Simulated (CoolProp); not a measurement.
A simple Rankine cycle with propylene: condensing at 312.15 K, boiler at 3.5 MPa, turbine inlet 389.9 K, turbine efficiency 0.9, pump efficiency 0.7, no recuperator. Each further row changes one setting.

Values from CoolProp's reference Helmholtz-energy equation of state, Lemmon 2013.

```json
[
 {"case": "as stated", "thermal efficiency (%)": "8.3", "net work (kJ/kg)": "(withheld)", "heat in (kJ/kg)": "420", "turbine exit temperature (K)": "(withheld)", "volume ratio over the turbine": "(withheld)"},
 {"case": "turbine inlet 409.9 K", "thermal efficiency (%)": "(withheld)", "net work (kJ/kg)": "39.4", "heat in (kJ/kg)": "467", "turbine exit temperature (K)": "371.9", "volume ratio over the turbine": "2.16"},
 {"case": "condensing temperature 304.15 K", "thermal efficiency (%)": "(withheld)", "net work (kJ/kg)": "44.1", "heat in (kJ/kg)": "441", "turbine exit temperature (K)": "341.8", "volume ratio over the turbine": "2.64"},
 {"case": "boiler pressure 2.45 MPa", "thermal efficiency (%)": "(withheld)", "net work (kJ/kg)": "21.7", "heat in (kJ/kg)": "446", "turbine exit temperature (K)": "(withheld)", "volume ratio over the turbine": "1.51"},
 {"case": "turbine efficiency 0.8", "thermal efficiency (%)": "7.3", "net work (kJ/kg)": "30.5", "heat in (kJ/kg)": "420", "turbine exit temperature (K)": "(withheld)", "volume ratio over the turbine": "2.22"}
]
```

Q: What belongs in the gaps?

A: 
- as stated, net work (kJ/kg): 35.0
- as stated, turbine exit temperature (K): 350.3
- as stated, volume ratio over the turbine: 2.20
- turbine inlet 409.9 K, thermal efficiency (%): 8.4
- condensing temperature 304.15 K, thermal efficiency (%): 10.0
- boiler pressure 2.45 MPa, thermal efficiency (%): 4.9
- boiler pressure 2.45 MPa, turbine exit temperature (K): 370.1
- turbine efficiency 0.8, turbine exit temperature (K): 352.6
